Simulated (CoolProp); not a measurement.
Properties of neopentane along the isobar 2.95 MPa (Tc = 433.7 K, pc = 3.196 MPa, ω = 0.196).

Model: reference Helmholtz-energy equation of state, Lemmon 2006, in CoolProp. It is a short technical equation, of lower accuracy than the large ones.

```json
[
 {"T (K)": "339.2", "phase": "liquid", "Z": "0.1392", "cp (kJ/(kg K))": "2.543", "expansivity (1/kK)": "2.315"},
 {"T (K)": "356", "phase": "liquid", "Z": "0.1383", "cp (kJ/(kg K))": "2.665", "expansivity (1/kK)": "2.668"},
 {"T (K)": "372.7", "phase": "liquid", "Z": "0.1386", "cp (kJ/(kg K))": "2.807", "expansivity (1/kK)": "3.190"},
 {"T (K)": "389.5", "phase": "liquid", "Z": "0.1409", "cp (kJ/(kg K))": "2.993", "expansivity (1/kK)": "4.063"},
 {"T (K)": "406.2", "phase": "liquid", "Z": "0.1464", "cp (kJ/(kg K))": "3.287", "expansivity (1/kK)": "5.850"},
 {"T (K)": "423", "phase": "liquid", "Z": "0.1618", "cp (kJ/(kg K))": "4.223", "expansivity (1/kK)": "13.31"},
 {"T (K)": "439.8", "phase": "gas", "Z": "0.5710", "cp (kJ/(kg K))": "3.615", "expansivity (1/kK)": "15.10"},
 {"T (K)": "456.5", "phase": "gas", "Z": "0.6605", "cp (kJ/(kg K))": "3.048", "expansivity (1/kK)": "8.379"},
 {"T (K)": "473.3", "phase": "gas", "Z": "0.7178", "cp (kJ/(kg K))": "2.908", "expansivity (1/kK)": "6.121"},
 {"T (K)": "490", "phase": "gas", "Z": "0.7598", "cp (kJ/(kg K))": "2.870", "expansivity (1/kK)": "4.944"},
 {"T (K)": "506.8", "phase": "gas", "Z": "0.7929", "cp (kJ/(kg K))": "2.871", "expansivity (1/kK)": "4.197"}
]
```
